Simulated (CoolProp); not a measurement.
Vapour pressure (MPa) of c-C4F8 (RC318): the reference equation beside estimates from Tc = 388.4 K, pc = 2.778 MPa, ω = 0.355. Clausius-Clapeyron is anchored at 292.5 K with a constant enthalpy of vaporisation of 21.35 kJ/mol.

Computed with CoolProp (reference Helmholtz-energy equation of state, Platzer 1990). This equation is an older, rougher fit; its heat capacities, sound speeds and derivatives of the liquid may be far off and weren't checked against measurements.

| T (K) | reference | Lee-Kesler | Clausius-Clapeyron | van der Waals | Redlich-Kwong | Soave-Redlich-Kwong | Peng-Robinson |
|---|---|---|---|---|---|---|---|
| 281.9 | 0.1795 | 0.1797 | 0.1868 | 0.6682 | 0.3274 | 0.1796 | 0.1786 |
| 285.4 | 0.2035 | 0.2038 | 0.2089 | 0.7102 | 0.3613 | 0.2037 | 0.2024 |
| 289 | 0.2308 | 0.2311 | 0.2336 | 0.7552 | 0.3986 | 0.2311 | 0.2293 |
| 292.5 | 0.2598 | 0.2602 | 0.2598 | 0.8006 | 0.4375 | 0.2604 | 0.2580 |
| 296 | 0.2916 | 0.2920 | 0.2882 | 0.8477 | 0.4789 | 0.2924 | 0.2895 |
| 299.6 | 0.3272 | 0.3277 | 0.3199 | 0.8980 | 0.5243 | 0.3284 | 0.3249 |
| 303.1 | 0.3650 | 0.3655 | 0.3532 | 0.9487 | 0.5713 | 0.3665 | 0.3624 |
| 306.7 | 0.4072 | 0.4076 | 0.3901 | 1.003 | 0.6226 | 0.4092 | 0.4043 |
| 310.2 | 0.4516 | 0.4520 | 0.4287 | 1.057 | 0.6754 | 0.4542 | 0.4485 |
| 313.7 | 0.4995 | 0.4999 | 0.4702 | 1.113 | 0.7312 | 0.5028 | 0.4963 |

Absolute difference from the reference over all 10 rows, mean and median: Lee-Kesler 0.1 and 0.1 %, Clausius-Clapeyron 3.0 and 2.9 %, van der Waals 188.5 and 182.6 %, Redlich-Kwong 63.1 and 62.2 %, Soave-Redlich-Kwong 0.3 and 0.3 %, Peng-Robinson 0.7 and 0.7 %.
